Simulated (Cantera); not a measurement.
Thermodynamics of silicon carbide growth, feed SiCl4 + H2 + C3H8

Charge: 1 mol SiCl4, 1.8 mol H2, 0.15 mol C3H8, at 7.50 Torr.

These are equilibrium values from Cantera (NASA tables, ideal gas, pure condensed phases), not measurements of a reactor. Candidate condensed phases: C, C6H6, C7H8, C8H18, Si, SiC; 109 gas species. The tables' values for SiCl, SiCl3 are old estimates; treat these amounts as uncertain. Gases not in the tables: Si2H6 and higher silanes. The numbers say what is thermodynamically allowed, not how fast it happens.

From 1948 K to 2298 K the condensed part is C(graphite) + SiC(s). From 2348 K to 2448 K the condensed part is C(graphite). The main Si-bearing gas is SiCl2 throughout.

| T (K) | x HCl | x H2 | x SiCl2 | x Cl | x H | x Si | x SiCl | n C(graphite) | n SiC(s) |
|---|---|---|---|---|---|---|---|---|---|
| 1948 | 0.576 | 0.252 | 0.151 | 0.00973 | 0.00567 | 0.000105 | 0.000462 | 0.143 | 0.306 |
| 1998 | 0.558 | 0.257 | 0.158 | 0.0131 | 0.00814 | 0.000231 | 0.000764 | 0.173 | 0.275 |
| 2048 | 0.539 | 0.262 | 0.164 | 0.0175 | 0.0115 | 0.000493 | 0.00123 | 0.202 | 0.245 |
| 2098 | 0.520 | 0.266 | 0.169 | 0.0228 | 0.0159 | 0.00101 | 0.00193 | 0.230 | 0.215 |
| 2148 | 0.500 | 0.269 | 0.172 | 0.0294 | 0.0216 | 0.00201 | 0.00296 | 0.258 | 0.185 |
| 2198 | 0.478 | 0.270 | 0.174 | 0.0373 | 0.0289 | 0.00386 | 0.00442 | 0.288 | 0.151 |
| 2248 | 0.454 | 0.269 | 0.174 | 0.0465 | 0.0381 | 0.00720 | 0.00645 | 0.322 | 0.109 |
| 2298 | 0.427 | 0.266 | 0.172 | 0.0572 | 0.0494 | 0.0131 | 0.00921 | 0.367 | 0.0495 |
| 2348 | 0.407 | 0.255 | 0.163 | 0.0713 | 0.0624 | 0.0212 | 0.0121 | 0.393 | 0 |
| 2398 | 0.397 | 0.237 | 0.144 | 0.0917 | 0.0767 | 0.0288 | 0.0141 | 0.366 | 0 |
| 2448 | 0.384 | 0.217 | 0.123 | 0.116 | 0.0928 | 0.0375 | 0.0157 | 0.328 | 0 |
x: gas mole fraction; n: condensed amount in mol.
